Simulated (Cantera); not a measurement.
**Abatement and gas-phase synthesis: H2O + H2**

Charge: 1 mol H2O, 1.5 mol H2, held at 0.120 bar.

Equilibrium computed with Cantera from the NASA thermochemical tables; the gas is ideal and each condensed phase is pure. Candidate condensed phases: H2O; 22 gas species. Ions and electrons are included (thermal ionisation). Equilibrium is a limit: real reactors are often held back by kinetics, nucleation or transport.

From 2000 K to 5000 K nothing is condensed.

```csv
T (K),x H,x H2,x H2O,x O,x OH,x O2
2000,0.00363,0.597,0.399,1.07e-6,0.000242,3.10e-7
2500,0.0542,0.559,0.379,0.000487,0.00763,0.000136
3000,0.288,0.398,0.229,0.0243,0.0550,0.00554
3500,0.653,0.147,0.0231,0.123,0.0473,0.00743
4000,0.797,0.0300,0.000690,0.160,0.0107,0.00138
4500,0.825,0.00683,2.96e-5,0.165,0.00250,0.000265
5000,0.831,0.00200,2.23e-6,0.166,0.000747,6.76e-5
```
x: gas mole fraction; nothing condenses.
